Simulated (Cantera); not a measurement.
A Cantera script and its output.

```python
import numpy as np
import cantera as ct

gas = ct.Solution("gri30.yaml")


def delay(T, t_max=10):
    gas.TPX = T, 3300000, {'CH4': 1, 'O2': 0.909, 'N2': 3.42}
    reactor = ct.IdealGasReactor(gas, clone=False)
    net = ct.ReactorNet([reactor])
    net.rtol, net.atol = 1e-8, 1e-16
    while net.time < t_max:
        t_old, T_old = net.time, reactor.T
        net.step()
        if reactor.T > T + 400:  # ignition: a rise of 400 K
            return t_old + (T + 400 - T_old) / (reactor.T - T_old) * (net.time - t_old)
    return np.nan


taus = []
for T in [1200, 1250, 1300, 1350, 1400, 1450]:
    taus.append(delay(T))
    print(f"T0 = {T:6g} K   tau = {taus[-1]:.4e} s")
```

Result:

```
T0 =   1200 K   tau = 1.6862e-03 s
T0 =   1250 K   tau = 9.4830e-04 s
T0 =   1300 K   tau = 5.5163e-04 s
T0 =   1350 K   tau = 3.2978e-04 s
T0 =   1400 K   tau = 2.0166e-04 s
T0 =   1450 K   tau = 1.2568e-04 s
```

Cantera simulation using GRI-Mech 3.0 (53 species, 325 reactions); the numbers are that mechanism's predictions, not measurements. The pressure lies above the range GRI-Mech 3.0 was tuned for (to about 10 atm).
